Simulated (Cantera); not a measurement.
# Carbon deposition, reforming and gasification: C2H4 + NH3

Input: 1 mol C2H4, 0.11 mol NH3, held at 2773 K and 1.50 bar.

Method: chemical equilibrium by Gibbs-energy minimisation in Cantera with the NASA 1993 tables (ideal gas, pure condensed phases). Candidate condensed phases: C, C6H6, C7H8, C8H18; 92 gas species. Rates play no part.

```
Property                Result
-------------------  ---------
x(H2)                    0.882
x(H)                    0.0570
x(C2H2 (acetylene))     0.0269
x(N2)                   0.0153
x(HCN)                  0.0152
x(HNC)                 0.00236
x(C4H2)               0.000340
x(C2H)                0.000209
x(CH3)                0.000129
n(C(graphite))        1.83 mol
gas amount           2.285 mol
```
